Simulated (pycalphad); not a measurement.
# Effect of B content in Hf-B

Source of the numbers: pycalphad with the COST 507 light-alloy database (1999); pressure 1 atm. These are 1990s assessments: newer ones move some temperatures and phases. Phase fractions are per mole of atoms. Diffusion is slow at the low end, where real alloys seldom reach equilibrium.

```csv
alloy,liquidus (K),first solid,solidus (K),phases at 900 K
Hf-2.75B (at.%),2456,bcc,2154,"hcp 0.95, BM 0.05"
Hf-5.5B (at.%),?,bcc,2154,?
Hf-16.5B (at.%),2202,BM,2154,"hcp 0.67, BM 0.33"
Hf-22B (at.%),2379,B2M,2154,"hcp 0.56, BM 0.44"
```

### Question
Fill in the missing entries.

### Answer

- Hf-5.5B (at.%), liquidus (K): 2404
- Hf-5.5B (at.%), phases at 900 K: hcp 0.89, BM 0.11

Database names, with the compositions (at.%) that they take in these runs: BM: Hf 50 B 50.
